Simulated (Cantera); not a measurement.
Input: 1 mol Si, 1.6 mol Cl₂, 6 mol H₂, at 1273.15 K and 2.10 bar.

Equilibrium computed with Cantera from the NASA thermochemical tables; the gas is ideal and each condensed phase is pure. Candidate condensed phases: Si; 19 gas species. The tables' values for SiCl₃ are old estimates; treat these amounts as uncertain. Equilibrium is a limit: real reactors are often held back by kinetics, nucleation or transport.

Base state: H₂ 0.828, SiCl₄ 0.0616, HCl 0.0495, SiHCl₃ 0.0412, SiCl₃ 0.00848, SiCl₂ 0.00764, SiH₂Cl₂ 0.00382, SiH₃Cl 9.88e-5 (mole fractions); condensed: Si(s).

What changes in the equilibrium state with this change: pressure from 2.10 bar to 16.0 bar?


```csv
species,before,after
H₂,0.828,0.836
SiHCl₃,0.0412,0.0629
SiCl₄,0.0616,0.0546
HCl,0.0495,0.0290
SiH₂Cl₂,0.00382,0.0100
SiH₃Cl,9.88e-5,0.000446
SiCl₂,0.00764,0.00261
"Si(s), mol",0.160,0.0905
```
